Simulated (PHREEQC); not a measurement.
A solution holds 0.0021 mol/kgw TMAH, 6.6e-05 mol/kgw CO2 and 0.000288 mol/kgw (CH3)4NCl, at 41 °C. Closed to the air; pH follows from the charge balance.

Computed with PHREEQC (ion-association model, phreeqc.dat).

No solid was allowed to form.

**Question.** What pH does the model give?

**Answer.** pH 10.78.

**Question.** In which forms is C present?

**Answer.** CO3-2 81 %, HCO3- 19 % of the C.

(CH3)4N+ isn't in the database: it is added as a free cation with an ion size of 4 Å. Constants without temperature data keep their 25 °C values here.
